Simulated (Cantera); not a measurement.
Input: 1 mol Si3N4, 0.063 mol H2O, 4 mol H2, 0.29 mol N2O, held at 1075 K and 0.120 bar.

These are equilibrium values from Cantera (NASA tables, ideal gas, pure condensed phases), not measurements of a reactor. Candidate condensed phases: H2O, Si, SiO2, Si2N2O, Si3N4; 35 gas species. Mutual solubility and eutectic melting of coexisting phases are not modelled. The numbers say what is thermodynamically allowed, not how fast it happens.

Base state: H2 0.909, N2 0.0912, NH3 1.15e-5 (mole fractions); condensed: Si2N2O(s) + Si3N4(s).

Q: What changes in the equilibrium state with this change: temperature from 1075 K to 2123 K?

A: 
```tsv
species	before	after
H2	0.909	0.598
N2	0.0912	0.340
SiO	<1e-9	0.0523
Si	<1e-9	0.00142
H	4.04e-8	0.00801
SiH	<1e-9	0.000196
SiH2	<1e-9	0.000123
Si2N2O(s), mol	0.353	0
Si3N4(s), mol	0.765	0
Si(l), mol	0	2.63
```
The tables' values for SiN are old estimates; treat these amounts as uncertain. Gases not in the tables: Si2H6 and higher silanes.
